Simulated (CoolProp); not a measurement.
Saturation properties of R1224YDZ (Tc = 428.7 K, pc = 3334 kPa, ω = 0.325).

The numbers come from the reference Helmholtz-energy equation of state, Akasaka 2023 in CoolProp.

```csv
T (K),p (kPa),liquid density (kg/m³),vapour density (kg/m³),liquid cp (kJ/(kg K))
202.1,0.6028,1600,0.05338,1.018
221.7,2.989,1553,0.2421,1.033
241.3,10.85,1506,0.8131,1.055
260.9,31.20,1458,2.187,1.082
280.5,75.17,1407,4.989,1.115
300.1,158.0,1355,10.06,1.153
319.7,298.4,1298,18.49,1.198
339.3,518.2,1237,31.80,1.252
359,843.9,1168,52.40,1.320
378.6,1300,1088,84.13,1.416
```

It boils at 288.0 K under 1 atm.
